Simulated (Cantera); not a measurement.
Thermodynamics of carbon deposition, reforming and gasification, feed C2H4 + H2O

Input: 1 mol C2H4, 1.2 mol H2O, at 0.440 bar.

Cantera equilibrium calculation (NASA polynomials, part measured and part estimated; ideal gas, pure solids and liquids). Candidate condensed phases: C, C6H6, C7H8, C8H18, H2O; 110 gas species. The numbers say what is thermodynamically allowed, not how fast it happens.

| T (K) | x H2 | x CO | x CH4 | x H | x H2O | x C2H2 (acetylene) | n C(graphite) |
|---|---|---|---|---|---|---|---|
| 1323 | 0.725 | 0.272 | 0.00157 | 2.04e-6 | 0.000637 | 5.98e-7 | 0.796 |
| 1423 | 0.726 | 0.273 | 0.000883 | 8.53e-6 | 0.000269 | 2.49e-6 | 0.797 |
| 1523 | 0.727 | 0.273 | 0.000535 | 2.97e-5 | 0.000127 | 8.58e-6 | 0.798 |
| 1623 | 0.727 | 0.273 | 0.000345 | 8.88e-5 | 6.60e-5 | 2.53e-5 | 0.799 |
| 1723 | 0.727 | 0.273 | 0.000234 | 0.000234 | 3.71e-5 | 6.58e-5 | 0.799 |
| 1823 | 0.726 | 0.273 | 0.000166 | 0.000557 | 2.22e-5 | 0.000154 | 0.798 |
| 1923 | 0.726 | 0.273 | 0.000122 | 0.00121 | 1.40e-5 | 0.000328 | 0.797 |
x: gas mole fraction; n: condensed amount in mol.

From 1323 K to 1923 K the condensed part is C(graphite). The main C-bearing gas is CO throughout.
